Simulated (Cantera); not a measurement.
Cantera run:

```python
import numpy as np
import cantera as ct

gas_names = [...]  # 115 gases of nasa_gas.yaml made of C, Ca, H, O
cond_names = """
    C(gr) C6H6(L) C7H8(L) C8H18(L),n-octa Ca(a) Ca(b) Ca(L) CaCO3(caL) CaO(s) CaO(L) CaO2H2(s) H2O(s)
    H2O(L)
""".split()


# ... load() reads the species with a 1 bar reference pressure and builds the phases ...
atoms = {
    'Ca(OH)2': {'Ca': 1, 'O': 2, 'H': 2},
    'CO2': {'C': 1, 'O': 2},
}
top_T = {'C(gr)': 4500}  # K; cautious upper limits of use, not melting points


# ... equilibrate(T, P, feed) seeds the gas with the atoms and calls Mixture.equilibrate('TP', solver="vcs", rtol=1e-11, max_steps=5000) ...
results = []
feed = {'Ca(OH)2': 1, 'CO2': 0.094}  # mol
P = 101325  # Pa
for T in [775, 875, 975, 1075, 1175, 1275, 1375, 1475, 1575, 1675, 1775, 1875, 1975]:
    mix = equilibrate(T, P, feed)
    results.append((T, P, feed, dict(zip(mix.species_names, mix.species_moles))))

top = {s: max(r[3][s] / sum(r[3][g] for g in gas_names) for r in results) for s in gas_names}
cols = sorted((s for s in top if top[s] > 0.0001), key=lambda s: -top[s])[:5]
seen = [c for c in cond_names if any(r[3].get(c, 0) > 1e-12 for r in results)]
print("log10 of partial pressures in bar; condensed amounts in mol")
print(f"{'T/K':>10s}" + "".join(f"{s[:9]:>10s}" for s in cols + seen))
for T, P, feed, n in results:
    ng = sum(n[g] for g in gas_names)
    print(f"{T:10.4g}" + "".join(f"{np.log10(max(n[s] / ng * P / 1e5, 1e-99)):10.3f}" for s in cols)
          + "".join(f"{n.get(c, 0):10.4g}" for c in seen))
```

Result:

```
log10 of partial pressures in bar; condensed amounts in mol
       T/K       H2O       CO2        H2        O2        OH CaCO3(caL    CaO(s) CaO2H2(s)
       775     0.006    -3.704    -9.098    -9.401   -11.079   0.09398         0     0.906
       875     0.004    -2.541    -7.832    -8.137    -9.514   0.09115    0.9089         0
       975    -0.008    -1.489    -6.833    -7.132    -8.275   0.06094    0.9391         0
      1075    -0.033    -1.060    -6.033    -6.309    -7.272         0         1         0
      1175    -0.033    -1.060    -5.350    -5.619    -6.426         0         1         0
      1275    -0.033    -1.060    -4.774    -5.034    -5.713         0         1         0
      1375    -0.033    -1.060    -4.281    -4.533    -5.103         0         1         0
      1475    -0.033    -1.060    -3.855    -4.099    -4.575         0         1         0
      1575    -0.034    -1.061    -3.482    -3.720    -4.114         0         1         0
      1675    -0.034    -1.061    -3.153    -3.385    -3.708         0         1         0
      1775    -0.035    -1.063    -2.862    -3.088    -3.348         0         1         0
      1875    -0.036    -1.066    -2.601    -2.823    -3.027         0         1         0
      1975    -0.037    -1.071    -2.367    -2.586    -2.739         0    0.9999         0
```

Equilibrium computed with Cantera from the NASA thermochemical tables; the gas is ideal and each condensed phase is pure.
